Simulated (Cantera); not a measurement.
Charge: 1 mol FeS, 2.6 mol O2, 16 mol N2, at 3.30 bar.

Equilibrium computed with Cantera from the NASA thermochemical tables; the gas is ideal and each condensed phase is pure. Candidate condensed phases: Fe, FeO, FeS, FeSO4, FeS2, Fe2O3, Fe2(SO4)3, Fe3O4, S; 19 gas species. Kinetics and transport are ignored. All values below are at 602 °C.

Base state: N2 0.972, O2 0.0220, SO3 0.00400, SO2 0.00153 (mole fractions); condensed: Fe2O3(s) + Fe2(SO4)3(s).

**Question.** What changes in the equilibrium state with this change: pressure from 3.30 bar to 0.133 bar?

**Answer.** 
| species | before | after |
|---|---|---|
| N2 | 0.972 | 0.907 |
| O2 | 0.0220 | 0.0367 |
| SO2 | 0.00153 | 0.0337 |
| SO3 | 0.00400 | 0.0229 |
| Fe2O3(s), mol | 0.197 | 0.500 |
| Fe2(SO4)3(s), mol | 0.303 | 0 |
